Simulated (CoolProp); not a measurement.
Vapour pressure (kPa) of carbon dioxide: the reference equation beside estimates from Tc = 304.1 K, pc = 7377 kPa, ω = 0.224.

Values from CoolProp's reference Helmholtz-energy equation of state, Span 1996.

```
T (K)  reference  Lee-Kesler  van der Waals  Redlich-Kwong  Peng-Robinson
-----  ---------  ----------  -------------  -------------  -------------
240.5       1305        1304           2680           1670           1293
248.5       1702        1698           3116           2105           1688
256.5       2181        2174           3595           2611           2166
264.5       2752        2741           4117           3195           2739
272.5       3426        3411           4683           3860           3418
280.5       4214        4198           5295           4611           4214
288.4       5118        5105           5945           5442           5127
296.4       6180        6175           6650           6379           6196
```

Absolute difference from the reference over all 8 rows, mean and median: Lee-Kesler 0.3 and 0.3 %, van der Waals 48.6 and 43.1 %, Redlich-Kwong 14.9 and 14.4 %, Peng-Robinson 0.4 and 0.4 %.
